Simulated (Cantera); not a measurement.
An isothermal, constant-pressure homogeneous reactor starts with CO : O₂ : H₂O : N₂ = 0.0082 : 0.064 : 0.091 : 1 (molar parts), at 950 K and 9.77 atm.

Cantera simulation using GRI-Mech 3.0 (53 species, 325 reactions); the numbers are that mechanism's predictions, not measurements.

Predict: x(CO) at 30.0 s; x(O₂) at 30.0 s; x(H₂O) at 30.0 s; x(CO₂) at 30.0 s; x(N₂O) at 30.0 s.

x(CO) at 30.0 s: 0.000324 (gas-phase equilibrium <1e-12)
x(O₂) at 30.0 s: 0.0518 (gas-phase equilibrium 0.0517)
x(H₂O) at 30.0 s: 0.0785 (gas-phase equilibrium 0.0785)
x(CO₂) at 30.0 s: 0.00675 (gas-phase equilibrium 0.00707)
x(N₂O) at 30.0 s: 3.81e-8 (gas-phase equilibrium 2.61e-9)
